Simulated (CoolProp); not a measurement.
Vapour-liquid equilibrium of p-xylene (1) + n-nonane (2) at 535.5 K; x and y are mole fractions of (1).

The numbers come from the multi-fluid Helmholtz-energy mixture model, Zhou 2012 and Lemmon 2006; pair parameters Bell 2016 in CoolProp.

Q: Give the bubble pressure and the first vapour's composition at x = 0.35, 0.45, 0.55. Is there an azeotrope?

A: x = 0.35: 1052 kPa, y = 0.382; x = 0.45: 1075 kPa, y = 0.484; x = 0.55: 1096 kPa, y = 0.583. No azeotrope shows between x = 0.05 and 0.95.

The pair parameters rest on a limited set of measurements; away from them the model extrapolates.
